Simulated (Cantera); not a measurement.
Input: 1 mol B2H6, 3.7 mol H2O, 2.2 mol H2, 0.2 mol O2, at 720 Torr.

Cantera equilibrium calculation (NASA polynomials, part measured and part estimated; ideal gas, pure solids and liquids). Candidate condensed phases: B, B2O3, B3O3H3, H2O; 23 gas species. The feed counts by its element totals alone. Gases not in the tables: H3BO3. Equilibrium is a limit: real reactors are often held back by kinetics, nucleation or transport. All values below are at 950 °C.

Base state: H2 0.876, H2O 0.123, (HBO2)3 0.000452, HBO2 0.000410 (mole fractions); condensed: B2O3(l).

**Question.** What changes in the equilibrium state with this change: H2O from 3.7 to 1.7 mol?

**Answer.** 
```json
[
 {"species": "H2", "before": "0.876", "after": "0.993"},
 {"species": "B3O3H3", "before": "<1e-9", "after": "0.00669"},
 {"species": "HBO", "before": "1.93e-7", "after": "8.87e-5"},
 {"species": "H2O", "before": "0.123", "after": "7.46e-7"},
 {"species": "(HBO2)3", "before": "0.000452", "after": "<1e-9"},
 {"species": "HBO2", "before": "0.000410", "after": "1.01e-6"},
 {"species": "B2O3(l), mol", "before": "0.992", "after": "0.654"},
 {"species": "B(s), mol", "before": "0", "after": "0.554"}
]
```
Mutual solubility and eutectic melting of coexisting phases are not modelled.
